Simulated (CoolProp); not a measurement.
R245fa along the isobar 0.382 MPa: density (kg/m³) from the reference equation and from simpler models built on Tc = 427.0 K, pc = 3.651 MPa, ω = 0.378; each cubic takes its own stable root.

Model: reference Helmholtz-energy equation of state, Akasaka 2015, in CoolProp.

| T (K) | phase | reference |
|---|---|---|
| 323.5 | liquid | 1267 |
| 329 | gas | 20.85 |
| 334.5 | gas | 20.35 |
| 339.9 | gas | 19.89 |
| 345.4 | gas | 19.45 |
| 350.8 | gas | 19.04 |
| 356.3 | gas | 18.65 |
| 361.7 | gas | 18.28 |
| 367.2 | gas | 17.93 |
| 372.6 | gas | 17.60 |
| 378.1 | gas | 17.28 |

**Question.** How far does each simpler model (van der Waals, Soave-Redlich-Kwong, Peng-Robinson) lie from the reference over these 11 states: mean and median of the absolute difference, and the worst?

**Answer.** 
- van der Waals: mean 11.4 %, median 2.7 %, worst -98.4 % at 323.5 K and 0.382 MPa
- Soave-Redlich-Kwong: mean 1.4 %, median 0.5 %, worst -10.0 % at 323.5 K and 0.382 MPa
- Peng-Robinson: mean 0.4 %, median 0.3 %, worst +2.0 % at 323.5 K and 0.382 MPa

At some of these states van der Waals gives the other phase, because its saturation line lies elsewhere.
